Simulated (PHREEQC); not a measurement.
Solution A (11 mmol/kgw PbCl2 and 64 mmol/kgw Cu(NO3)2) is mixed with solution B (0.013 mol/kgw AgNO3) at 25 °C; shares are by mass of water, 1 kg in all. O2 is buffered at 0.21 atm. CO2 from the air is kept out. The run lets Cu(OH)2, Atacamite, Cu2(OH)3NO3, Pb(OH)2, Cotunnite, Laurionite, Cerargyrite, Ag2O precipitate or redissolve, and no other solid.

The series has 11 steps of share of solution B, from 0 to 1.

Equilibrium calculation in PHREEQC: ion-association model, wateq4f.dat.

Task: Which solids form, in which order, and at which step of the series does each first stand?

Result: Atacamite from the start (pH 4.20), last present at share of solution B = 0.4; Cerargyrite from share of solution B = 0.1 (pH 4.24), last present at share of solution B = 0.9.

Task: Between which two steps does the pH jump most, and from what to what?

Result: Between share of solution B = 0.9 and 1: from 4.87 to 6.84.

Complexes and solids missing from the database can't appear.
